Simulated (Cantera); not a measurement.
A closed system holds: 1 mol Si, 0.83 mol Cl2, 9.8 mol H2, 0.76 mol HCl, at 0.210 bar.

These are equilibrium values from Cantera (NASA tables, ideal gas, pure condensed phases), not measurements of a reactor. Candidate condensed phases: Si; 19 gas species. The tables' values for SiCl3 are old estimates; treat these amounts as uncertain. Rates play no part. All values below are at 500 °C.

Base state: H2 0.937, SiCl4 0.0399, SiHCl3 0.0210, HCl 0.00112, SiH2Cl2 0.000848, SiCl3 1.86e-5 (mole fractions); condensed: Si(s).

Problem. What changes in the equilibrium state with this change: Si replaced by SiCl4?

Solution. 
```json
[
 {"species": "H2", "before": "0.937", "after": "0.724"},
 {"species": "HCl", "before": "0.00112", "after": "0.196"},
 {"species": "SiCl4", "before": "0.0399", "after": "0.0805"},
 {"species": "SiHCl3", "before": "0.0210", "after": "0.000188"},
 {"species": "SiH2Cl2", "before": "0.000848", "after": "3.36e-8"},
 {"species": "SiCl3", "before": "1.86e-5", "after": "1.90e-7"},
 {"species": "Si(s), mol", "before": "0.337", "after": "0"}
]
```
